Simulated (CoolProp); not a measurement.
Saturation properties of methanol.

Values from CoolProp's reference Helmholtz-energy equation of state, de Reuck 1993.

```
T (K)   p (MPa)  enthalpy of vaporisation (kJ/kg)  liquid cp (kJ/(kg K))  vapour Z  liquid conductivity (mW/(m K))
-----  --------  --------------------------------  ---------------------  --------  ------------------------------
264    0.002227                              1217                  2.362    0.9895                             207
274.2  0.004333                              1204                  2.406    0.9861                             205
284.5  0.008044                              1189                  2.457    0.9821                             203
294.7   0.01416                              1174                  2.514    0.9774                             201
305     0.02403                              1158                  2.578    0.9719                             199
315.2   0.03905                              1142                  2.649    0.9654                             197
325.5   0.06161                              1124                  2.726    0.9579                             195
335.7   0.09386                              1105                  2.809    0.9492                             193
346      0.1396                              1084                  2.899    0.9390                             191
356.2    0.2017                              1062                  2.995    0.9273                             189
366.5    0.2857                              1039                  3.098    0.9137                             187
376.7    0.3951                              1013                  3.208    0.8982                             185
387      0.5377                             984.4                  3.327    0.8801                             183
397.2    0.7170                             953.5                  3.454    0.8596                             181
```

It boils at 337.6 K under 1 atm.

Thermal conductivity comes from a separate model (Sykioti 2013).
